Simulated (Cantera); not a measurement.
Mixture: 9.03 % CH4, 6.50 % CO, 17.8 % O2, 66.7 % N2, at 1.01 bar, adiabatic and at constant pressure. Ignition delay is the time to a rise of 400 K.

Cantera simulation using GRI-Mech 3.0 (53 species, 325 reactions); the numbers are that mechanism's predictions, not measurements.

Predict: delay at 1275 K; delay at 1375 K; delay at 1475 K; delay at 1575 K; delay at 1675 K; delay at 1775 K; apparent activation energy between 1575 and 1775 K.


| Quantity | Value |
|---|---|
| delay at 1275 K | 22.3 ms |
| delay at 1375 K | 5.66 ms |
| delay at 1475 K | 1.71 ms |
| delay at 1575 K | 0.621 ms |
| delay at 1675 K | 0.269 ms |
| delay at 1775 K | 0.133 ms |
| apparent activation energy between 1575 and 1775 K | 180 kJ/mol |
